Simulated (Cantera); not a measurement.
Input: 1 mol CF4, 0.19 mol H2, 0.025 mol CH4, held at 41.0 Pa.

Cantera equilibrium calculation (NASA polynomials, part measured and part estimated; ideal gas, pure solids and liquids). Candidate condensed phases: C, C6H6, C7H8, C8H18; 95 gas species. Kinetics and transport are ignored. All values below are at 3223 K.

Base state: F 0.746, C 0.115, H 0.0686, HF 0.0260, CF 0.0171, C3 0.0150, C2 0.0123, CF2 6.40e-5 (mole fractions); condensed: gas only.

Problem. What changes in the equilibrium state with this change: H2 from 0.19 to 0.56 mol?

Solution. 
```tsv
species	before	after
F	0.746	0.640
H	0.0686	0.162
C	0.115	0.108
HF	0.0260	0.0528
CF	0.0171	0.0138
C3	0.0150	0.0124
C2	0.0123	0.0108
H2	2.16e-5	0.000121
C2H	3.01e-5	6.28e-5
CF2	6.40e-5	4.42e-5
C4	1.19e-5	9.24e-6
```

Problem. What changes in the equilibrium state with this change: H2 from 0.19 to 0.087 mol?

Solution. 
```tsv
species	before	after
F	0.746	0.780
C	0.115	0.117
H	0.0686	0.0399
HF	0.0260	0.0158
CF	0.0171	0.0183
C3	0.0150	0.0158
C2	0.0123	0.0127
H2	2.16e-5	7.31e-6
C2H	3.01e-5	1.82e-5
CF2	6.40e-5	7.13e-5
C4	1.19e-5	1.28e-5
```

Problem. What changes in the equilibrium state with this change: pressure from 41.0 Pa to 1000 Pa?

Solution. 
| species | before | after |
|---|---|---|
| F | 0.746 | 0.744 |
| HF | 0.0260 | 0.100 |
| CF | 0.0171 | 0.0694 |
| C | 0.115 | 0.0192 |
| H | 0.0686 | 0.0109 |
| C3 | 0.0150 | 0.0411 |
| C2 | 0.0123 | 0.00830 |
| CF2 | 6.40e-5 | 0.00631 |
| C5 | 8.64e-6 | 0.000389 |
| C4 | 1.19e-5 | 0.000132 |
| C2H | 3.01e-5 | 7.85e-5 |
| H2 | 2.16e-5 | 1.32e-5 |
